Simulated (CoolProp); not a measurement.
Vapour-liquid equilibrium of n-heptane (1) + toluene (2) at 485.6 K; x and y are mole fractions of (1).

The numbers come from the multi-fluid Helmholtz-energy mixture model, Span 2003 and Lemmon 2006; pair parameters Bell 2016 in CoolProp.

| x | bubble pressure, mixture model (MPa) | bubble pressure, Raoult's law (MPa) | y, mixture model | y, Raoult's law |
|---|---|---|---|---|
| 0.05 | 0.9572 | 0.9440 | 0.070 | 0.064 |
| 0.125 | 0.9935 | 0.9649 | 0.165 | 0.156 |
| 0.2 | 1.025 | 0.9857 | 0.250 | 0.245 |
| 0.275 | 1.054 | 1.007 | 0.329 | 0.330 |
| 0.35 | 1.079 | 1.027 | 0.403 | 0.411 |
| 0.425 | 1.101 | 1.048 | 0.474 | 0.490 |
| 0.5 | 1.121 | 1.069 | 0.543 | 0.565 |
| 0.575 | 1.139 | 1.090 | 0.611 | 0.637 |
| 0.65 | 1.155 | 1.111 | 0.679 | 0.707 |
| 0.725 | 1.169 | 1.131 | 0.746 | 0.774 |
| 0.8 | 1.182 | 1.152 | 0.814 | 0.839 |
| 0.875 | 1.193 | 1.173 | 0.883 | 0.901 |
| 0.95 | 1.202 | 1.194 | 0.953 | 0.961 |

The largest gap from Raoult's law is +5.1 % in bubble pressure, at x = 0.425. No azeotrope shows between x = 0.05 and 0.95.

Pair parameters are fitted to limited data, so mixtures are less certain than the pure fluids.
